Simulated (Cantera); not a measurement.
A Cantera script and its output.

```python
import numpy as np
import cantera as ct

gas = ct.Solution("SiF4_NH3_mec.yaml", "gas")
gas.TPX = 2248, 200000, {'NH3': 1, 'H2': 0.3}
reactor = ct.IdealGasConstPressureReactor(gas, energy="off", clone=False)
net = ct.ReactorNet([reactor])
net.rtol, net.atol = 1e-08, 1e-18
show = ['NH3', 'H2', 'NH', 'N2', 'N']
times = np.geomspace(1e-06, 50, 10)

steps = ct.SolutionArray(gas, extra=["t"])
rows = []
print(f"{'t/s':>10s}{'T/K':>9s}{'P/Pa':>11s}" + "".join(f"{s:>11s}" for s in show))
for t in times:
    while net.time < t:
        t_next = net.step()
        steps.append(gas.state, t=t_next)
    rows.append([np.interp(t, steps.t, y) for y in (steps.T, steps.P, *steps(*show).X.T)])
    print(f"{t:10.3e}{rows[-1][0]:9.1f}{rows[-1][1]:11.4g}" + "".join(f"{x:11.3e}" for x in rows[-1][2:]))
rate = np.gradient(steps.T, steps.t)
print("integrator steps:", len(steps.t))
if steps.T.max() > steps.T[0] + 200:
    print(f"time of steepest temperature rise: {steps.t[rate.argmax()]:.4e} s")
gas.TPX = 2248, 200000, {'NH3': 1, 'H2': 0.3}
gas.equilibrate("TP")
print(f"equilibrium (TP): T = {gas.T:.1f} K  " + "  ".join(f"{s} {gas[s].X[0]:.3e}" for s in show))
```

Result:

```
       t/s      T/K       P/Pa        NH3         H2         NH         N2          N
 1.000e-06   2248.0      2e+05  7.688e-01  2.309e-01  6.629e-07  6.481e-09  2.767e-09
 7.169e-06   2248.0      2e+05  7.658e-01  2.318e-01  3.088e-05  9.629e-05  1.015e-06
 5.139e-05   2248.0      2e+05  7.398e-01  2.497e-01  6.570e-05  6.975e-03  3.149e-06
 3.684e-04   2248.0      2e+05  5.836e-01  3.619e-01  6.457e-05  5.133e-02  3.737e-06
 2.641e-03   2248.0      2e+05  1.582e-01  6.672e-01  4.481e-05  1.721e-01  4.523e-06
 1.893e-02   2248.0      2e+05  1.524e-03  7.775e-01  3.743e-06  2.165e-01  1.137e-06
 1.357e-01   2248.0      2e+05  1.013e-04  7.784e-01  2.610e-07  2.169e-01  8.121e-08
 9.729e-01   2248.0      2e+05  1.505e-05  7.785e-01  3.877e-08  2.169e-01  1.207e-08
 6.975e+00   2248.0      2e+05  8.929e-06  7.785e-01  2.300e-08  2.169e-01  7.159e-09
 5.000e+01   2248.0      2e+05  8.928e-06  7.785e-01  2.300e-08  2.169e-01  7.159e-09
integrator steps: 1647
equilibrium (TP): T = 2248.0 K  NH3 8.928e-06  H2 7.785e-01  NH 2.300e-08  N2 2.169e-01  N 7.159e-09
```

Detailed kinetics in Cantera: the gas-phase N/H chemistry of the illustrative SiF4/NH3 mechanism in the Surface Chemkin manual (1991). Walls and surfaces, which speed up NH3 decomposition in real reactors, are not modelled.
